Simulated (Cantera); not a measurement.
Feed: 1 mol B, 1.4 mol O₂, held at 840 Pa.

Cantera equilibrium calculation (NASA polynomials, part measured and part estimated; ideal gas, pure solids and liquids). Candidate condensed phases: B, B₂O₃; 10 gas species. Rates play no part.

Problem. Which condensed phases are stable at each of these points (T (K)): 1198, 1248, 1298, 1348, 1398, 1448, 1498, 1548, 1598, 1648, 1698, 1748, 1798, 1848?

Solution. 
```tsv
T (K)	condensed phases	B condensed (%)
1198	B₂O₃(l)	100.0
1248	B₂O₃(l)	100.0
1298	B₂O₃(l)	100.0
1348	B₂O₃(l)	100.0
1398	B₂O₃(l)	100.0
1448	B₂O₃(l)	99.9
1498	B₂O₃(l)	99.7
1548	B₂O₃(l)	99.1
1598	B₂O₃(l)	97.6
1648	B₂O₃(l)	94.3
1698	B₂O₃(l)	86.4
1748	B₂O₃(l)	67.1
1798	B₂O₃(l)	8.7
1848	gas only	0.0
```

From 1198 K to 1798 K the condensed part is B₂O₃(l). At 1848 K nothing is condensed.
